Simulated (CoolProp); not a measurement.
Properties of R22 along the isotherm 226.85 °C (Tc = 96.1 °C, pc = 49.90 bar, ω = 0.221).

The numbers come from the reference Helmholtz-energy equation of state, Kamei 1995 in CoolProp.

| p (bar) | phase | cp (kJ/(kg K)) | speed of sound (m/s) | isothermal compressibility (1/MPa) | expansivity (1/kK) | viscosity (µPa s) | conductivity (mW/(m K)) |
|---|---|---|---|---|---|---|---|
| 4.99 | gas | 0.8599 | 231.0 | 2.027 | 2.093 | 22.6 | 27.6 |
| 9.98 | gas | 0.8696 | 229.2 | 1.026 | 2.192 | 22.6 | 27.7 |
| 15 | gas | 0.8800 | 227.4 | 0.6909 | 2.296 | 22.7 | 27.9 |
| 20 | gas | 0.8908 | 225.6 | 0.5247 | 2.405 | 22.7 | 28.0 |
| 25 | gas | 0.9021 | 223.9 | 0.4251 | 2.520 | 22.8 | 28.2 |
| 29.9 | gas | 0.9139 | 222.2 | 0.3599 | 2.637 | 22.8 | 28.3 |
| 34.9 | gas | 0.9264 | 220.5 | 0.3123 | 2.763 | 22.9 | 28.5 |
| 39.9 | gas | 0.9397 | 218.9 | 0.2767 | 2.895 | 23.0 | 28.8 |
| 44.9 | gas | 0.9535 | 217.3 | 0.2490 | 3.032 | 23.2 | 29.0 |
| 49.9 | gas | 0.9681 | 215.8 | 0.2269 | 3.174 | 23.3 | 29.3 |
| 54.9 | supercritical | 0.9833 | 214.5 | 0.2087 | 3.321 | 23.5 | 29.6 |
| 59.9 | supercritical | 0.9991 | 213.2 | 0.1935 | 3.473 | 23.7 | 29.9 |
| 64.9 | supercritical | 1.016 | 212.0 | 0.1806 | 3.629 | 23.9 | 30.3 |
| 69.9 | supercritical | 1.033 | 211.0 | 0.1694 | 3.788 | 24.1 | 30.7 |
| 74.9 | supercritical | 1.050 | 210.2 | 0.1595 | 3.949 | 24.4 | 31.1 |

Viscosity comes from a separate model (Bell 2016), an estimate that may be off by 10 % or more. Thermal conductivity comes from a separate model (McLinden 2000), an estimate that may be off by 10 % or more.
